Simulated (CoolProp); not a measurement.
Values from CoolProp's reference Helmholtz-energy equation of state, Wagner 2002.

Task: For water, give the phase and the cv (kJ/(kg K)), speed of sound (m/s), viscosity (µPa s), Prandtl number at 548.7 K and 0.649 MPa; 548.7 K and 1.33 MPa; 548.7 K and 100 MPa.

Result: 
- 548.7 K and 0.649 MPa: gas; cv 1.58, speed of sound 568, viscosity 19.2, Prandtl number 0.958
- 548.7 K and 1.33 MPa: gas; cv 1.65, speed of sound 562, viscosity 19.1, Prandtl number 0.983
- 548.7 K and 100 MPa: liquid; cv 3.05, speed of sound 1440, viscosity 118, Prandtl number 0.743

Viscosity comes from a separate model (Huber 2009). Thermal conductivity comes from a separate model (Huber 2012).
